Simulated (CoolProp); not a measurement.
Vapour-liquid equilibrium of n-heptane (1) + o-xylene (2) at 392.6 K; x and y are mole fractions of (1).

Model: multi-fluid Helmholtz-energy mixture model, Span 2003 and Zhou 2012; pair parameters Bell 2016, in CoolProp.

```csv
x,bubble pressure (MPa),y at the bubble point,dew pressure at overall composition x (MPa),liquid density (mol/L)
0.05,0.05928,0.196,0.05197,7.384
0.15,0.07623,0.431,0.05679,7.213
0.25,0.09121,0.570,0.06253,7.046
0.35,0.1047,0.666,0.06948,6.884
0.45,0.1173,0.739,0.07803,6.726
0.55,0.1292,0.799,0.08870,6.571
0.65,0.1407,0.850,0.1022,6.421
0.75,0.1521,0.896,0.1193,6.274
0.85,0.1635,0.939,0.1408,6.131
0.95,0.1751,0.980,0.1667,5.992
```

No azeotrope shows between x = 0.05 and 0.95.

The pair parameters rest on a limited set of measurements; away from them the model extrapolates.
